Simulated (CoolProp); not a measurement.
Vapour-liquid equilibrium of n-heptane (1) + n-dodecane (2) at 87.75 °C; x and y are mole fractions of (1).

Computed with CoolProp (multi-fluid Helmholtz-energy mixture model, Span 2003 and Lemmon 2004; pair parameters Bell 2016).

```
x     bubble pressure (MPa)  y at the bubble point  dew pressure at overall composition x (MPa)  liquid density (mol/L)
----  ---------------------  ---------------------  -------------------------------------------  ----------------------
0.05               0.004440                      ?                                            ?                   4.180
0.15                0.01154                  0.918                                     0.001298                   4.339
0.25                0.01898                  0.955                                     0.001468                   4.508
0.35                      ?                  0.972                                            ?                   4.689
0.45                0.03397                  0.981                                            ?                   4.881
0.55                0.04127                  0.987                                     0.002415                       ?
0.65                0.04839                  0.991                                     0.003077                   5.309
0.75                0.05541                  0.994                                     0.004238                   5.547
0.85                0.06243                  0.997                                     0.006808                   5.804
0.95                0.06961                  0.999                                      0.01737                   6.082
```

Q: Some entries are withheld; supply them.

A: 
- 0.05, y at the bubble point: 0.762
- 0.05, dew pressure at overall composition x (MPa): 0.001164
- 0.35, bubble pressure (MPa): 0.02651
- 0.35, dew pressure at overall composition x (MPa): 0.001689
- 0.45, dew pressure at overall composition x (MPa): 0.001988
- 0.55, liquid density (mol/L): 5.087

No azeotrope shows between x = 0.05 and 0.95.

The pair parameters rest on a limited set of measurements; away from them the model extrapolates. The gap from Raoult's law changes sign with composition, which may be real or a fault of the pair parameters; it wasn't checked against measurements.
